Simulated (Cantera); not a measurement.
# Thermodynamics of carbon deposition, reforming and gasification, feed n-butane + H2 + N2 + CO2

Feed: 1 mol n-butane, 28 mol H2, 24 mol N2, a varied amount of CO2, equilibrated at 2850 K and 13300 Pa.

These are equilibrium values from Cantera (NASA tables, ideal gas, pure condensed phases), not measurements of a reactor. Candidate condensed phases: C, C6H6, C7H8, C8H18, H2O; 136 gas species. Kinetics and transport are ignored.

From 0.25 mol CO2 to 2.6 mol CO2 nothing is condensed. The main C-bearing gas is HCN at 0.25 mol CO2 and CO at 2.6 mol CO2.

| n(CO2) (mol) | log p H2 | log p N2 | log p H | log p CO | log p HCN |
|---|---|---|---|---|---|
| 0.25 | -1.26 | -1.32 | -1.64 | -2.98 | -2.30 |
| 0.49 | -1.26 | -1.32 | -1.64 | -2.69 | -2.33 |
| 0.72 | -1.27 | -1.32 | -1.65 | -2.52 | -2.36 |
| 0.96 | -1.27 | -1.33 | -1.65 | -2.40 | -2.39 |
| 1.2 | -1.27 | -1.33 | -1.65 | -2.31 | -2.42 |
| 1.4 | -1.27 | -1.33 | -1.65 | -2.24 | -2.45 |
| 1.7 | -1.27 | -1.33 | -1.65 | -2.16 | -2.50 |
| 1.9 | -1.28 | -1.33 | -1.65 | -2.12 | -2.53 |
| 2.1 | -1.28 | -1.33 | -1.65 | -2.08 | -2.57 |
| 2.4 | -1.28 | -1.34 | -1.65 | -2.02 | -2.64 |
| 2.6 | -1.28 | -1.34 | -1.65 | -1.99 | -2.70 |
log p: log10 of the partial pressure in bar; nothing condenses.
